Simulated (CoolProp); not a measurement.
Vapour-liquid equilibrium of R13 (1) + isobutane (2) at 86.5 kPa; x and y are mole fractions of (1).

The numbers come from the multi-fluid Helmholtz-energy mixture model, Platzer 1990 and Bücker 2006; pair parameters Bell 2016 in CoolProp. This equation is an older, rougher fit; its heat capacities, sound speeds and derivatives of the liquid may be far off and weren't checked against measurements.

Problem. Give the bubble temperature and the first vapour's composition at x = 0.05, 0.65, 0.8. Is there an azeotrope?

Solution. x = 0.05: 235.5 K, y = 0.635; x = 0.65: 194.4 K, y = 0.984; x = 0.8: 192.1 K, y = 0.990. No azeotrope shows between x = 0.05 and 0.95.

The pair parameters rest on a limited set of measurements; away from them the model extrapolates. With so large a gap from Raoult's law the liquid may split in two, which this calculation doesn't test in full.
